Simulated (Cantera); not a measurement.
A freely propagating, adiabatic, planar premixed flame of 3.95 % C2H4, 17.0 % O2, 69.6 % N2, 9.49 % H2O, unburnt at 450 K and 1000000 Pa; mixture-averaged transport, grid criteria slope 0.08 and curve 0.16, no radiation.

Detailed kinetics in Cantera: GRI-Mech 3.0 (53 species, 325 reactions). GRI-Mech 3.0 was tuned for natural gas; its chemistry of ethylene as a main component is partial and can be far from experiment. Burning velocities carry a grid error of a few per cent, more on coarse grids.

Predict: laminar burning velocity; thermal thickness; peak x(H2); peak x(O); peak x(HO2).


| Quantity | Result |
|---|---|
| laminar burning velocity | 20.8 cm/s |
| thermal thickness | 0.0983 mm |
| peak x(H2) | 0.00223 |
| peak x(O) | 0.000319 |
| peak x(HO2) | 0.000498 |
